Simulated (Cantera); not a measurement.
Input: 1 mol SiC, 0.01 mol N₂O, 86 mol N₂, held at 0.560 bar.

Equilibrium computed with Cantera from the NASA thermochemical tables; the gas is ideal and each condensed phase is pure. Candidate condensed phases: C, Si, SiC, SiO₂, Si₂N₂O, Si₃N₄; 34 gas species. Mutual solubility and eutectic melting of coexisting phases are not modelled. The tables' values for SiN are old estimates; treat these amounts as uncertain. Kinetics and transport are ignored.

log p: log10 of the partial pressure in bar; n: condensed amount in mol.

```tsv
T (K)	log p N₂	log p CO	log p Si	log p SiO	log p SiN	log p Si₂C	n C(graphite)	n Si₂N₂O(s)	n Si₃N₄(s)	n SiC(s)
1398	-0.25	-4.97	<-12	-8.89	<-12	<-12	0.998	0.00835	0.328	0
1498	-0.25	-4.18	-10.72	-7.48	-10.74	<-12	0.990	0	0.333	0
1598	-0.25	-4.18	-9.22	-6.93	-9.41	-11.94	0.990	0	0.333	0
1698	-0.25	-4.19	-7.90	-6.34	-8.24	-10.12	0	0	0.00329	0.990
1798	-0.25	-4.20	___	___	-7.20	___	0	0	0.00309	0.990
1898	-0.25	-4.25	___	___	-6.27	___	0	0	___	0.991
1998	-0.25	-4.35	-4.78	-4.68	-5.49	-6.35	0	0	0	0.993
2098	-0.25	-4.25	-4.43	-5.06	-5.24	-5.82	0	0	0	0.991
2198	-0.25	-4.20	-4.24	-5.70	-5.13	-5.47	0	0	0	0.988
```

### Question
What belongs in the gaps?

### Answer

- 1898, log p Si: -5.67
- 1898, log p SiO: -5.05
- 1898, log p Si₂C: -7.43
- 1898, n Si₃N₄(s): 0.00227
- 1798, log p Si: -6.72
- 1798, log p SiO: -5.64
- 1798, log p Si₂C: -8.70
